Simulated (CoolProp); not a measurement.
The numbers come from the reference Helmholtz-energy equation of state, Thol 2017 in CoolProp.

**Question.** For octamethyltrisiloxane (MDM), give the phase and the Z, cp (kJ/(kg K)), cv (kJ/(kg K)), speed of sound (m/s) at 348.7 K and 0.155 MPa.

**Answer.** 
- 348.7 K and 0.155 MPa: liquid; Z 0.0166, cp 1.91, cv 1.59, speed of sound 748
